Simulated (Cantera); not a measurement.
An adiabatic, constant-pressure homogeneous reactor starts with CH4 : O2 : N2 : H2O = 0.43 : 1.11 : 4.18 : 0.93 (molar parts), equivalence ratio 0.77, at 1525 K and 5.43 atm.

Computed with Cantera and GRI-Mech 3.0 (53 species, 325 reactions).

Task: Predict: time of steepest temperature rise; temperature at 8.00 s; equilibrium temperature; x(O2) at 8.00 s; x(H2O) at 8.00 s; x(CO) at 8.00 s.

Result: 
* **time of steepest temperature rise**: 0.289 ms
* **temperature at 8.00 s**: 2592 K
* **equilibrium temperature**: 2592 K
* **x(O2) at 8.00 s**: 0.0350 (gas-phase equilibrium 0.0350)
* **x(H2O) at 8.00 s**: 0.254 (gas-phase equilibrium 0.254)
* **x(CO) at 8.00 s**: 0.00763 (gas-phase equilibrium 0.00763)
